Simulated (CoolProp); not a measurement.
A simple Rankine cycle with R1233zd(E): condensing at 314.15 K, boiler at 0.948 MPa, turbine inlet 373.8 K, turbine efficiency 0.75, pump efficiency 0.7, no recuperator. Each further row changes one setting.

Values from CoolProp's reference Helmholtz-energy equation of state, Akasaka 2022.

```tsv
case	thermal efficiency (%)	net work (kJ/kg)	heat in (kJ/kg)	turbine exit temperature (K)	volume ratio over the turbine
as stated	9.3	20.5	222	335.7	4.45
turbine inlet 393.8 K	9.2	22.3	___	356.9	4.34
condensing temperature 306.15 K	10.5	24.3	231	___	___
boiler pressure 0.664 MPa	7.2	16.5	227	___	___
turbine efficiency 0.65	___	17.7	222	___	___
```

Problem. Fill in the missing entries.

Solution. 
- turbine inlet 393.8 K, heat in (kJ/kg): 242
- condensing temperature 306.15 K, turbine exit temperature (K): 330.2
- condensing temperature 306.15 K, volume ratio over the turbine: 5.75
- boiler pressure 0.664 MPa, turbine exit temperature (K): 347.0
- boiler pressure 0.664 MPa, volume ratio over the turbine: 3.00
- turbine efficiency 0.65, thermal efficiency (%): 8.0
- turbine efficiency 0.65, turbine exit temperature (K): 339.0
- turbine efficiency 0.65, volume ratio over the turbine: 4.51
